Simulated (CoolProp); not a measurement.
A simple Rankine cycle with benzene: condensing at 293.15 K, boiler at 1.17 MPa, turbine inlet 462.8 K, turbine efficiency 0.8, pump efficiency 0.7, no recuperator. Each further row changes one setting.

The numbers come from the reference Helmholtz-energy equation of state, Thol 2012 in CoolProp.

```tsv
case	thermal efficiency (%)	net work (kJ/kg)	heat in (kJ/kg)	turbine exit temperature (K)	volume ratio over the turbine
as stated	22.8	145	636	340.8	105
turbine inlet 482.8 K	(withheld)	155	(withheld)	363.1	103
condensing temperature 285.15 K	23.9	155	(withheld)	(withheld)	152
boiler pressure 0.819 MPa	(withheld)	(withheld)	647	(withheld)	70.8
turbine efficiency 0.7	19.9	127	636	355.5	(withheld)
```

**Question.** Fill in the missing entries.

**Answer.** 
- turbine inlet 482.8 K, thermal efficiency (%): 23.0
- turbine inlet 482.8 K, heat in (kJ/kg): 674
- condensing temperature 285.15 K, heat in (kJ/kg): 650
- condensing temperature 285.15 K, turbine exit temperature (K): 332.2
- boiler pressure 0.819 MPa, thermal efficiency (%): 21.7
- boiler pressure 0.819 MPa, net work (kJ/kg): 140
- boiler pressure 0.819 MPa, turbine exit temperature (K): 353.8
- turbine efficiency 0.7, volume ratio over the turbine: 110
